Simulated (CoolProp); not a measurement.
Octamethyltrisiloxane (MDM) along the isotherm 352.3 K: fugacity coefficient from the reference equation and from simpler models built on Tc = 565.4 K, pc = 1.438 MPa, ω = 0.528; each cubic takes its own stable root.

Model: reference Helmholtz-energy equation of state, Thol 2017, in CoolProp.

```tsv
p (MPa)	phase	reference	van der Waals	Redlich-Kwong	Soave-Redlich-Kwong	Peng-Robinson
0.0719	liquid	0.1212	0.9557	0.5819	0.1219	0.1271
0.144	liquid	0.06097	0.9112	…	0.06138	0.06395
0.216	liquid	0.04096	0.6557	0.1972	0.04127	0.04296
0.288	liquid	0.03095	0.4983	0.1493	0.03121	0.03246
0.359	liquid	0.02502	0.4050	…	0.02525	0.02623
0.431	liquid	…	0.3418	0.1015	0.02121	0.02201
0.503	liquid	0.01813	0.2968	0.08779	0.01833	0.01900
0.575	liquid	0.01598	…	…	0.01617	0.01675
0.647	liquid	0.01431	0.2369	…	0.01449	…
0.719	liquid	0.01298	0.2160	0.06309	0.01315	0.01360
```

Q: What belongs in the gaps?

A: 
- 0.144, Redlich-Kwong: 0.2932
- 0.359, Redlich-Kwong: 0.1208
- 0.431, reference: 0.02100
- 0.575, van der Waals: 0.2631
- 0.575, Redlich-Kwong: 0.07749
- 0.647, Redlich-Kwong: 0.06949
- 0.647, Peng-Robinson: 0.01500

At some of these states van der Waals gives the other phase, because its saturation line lies elsewhere.
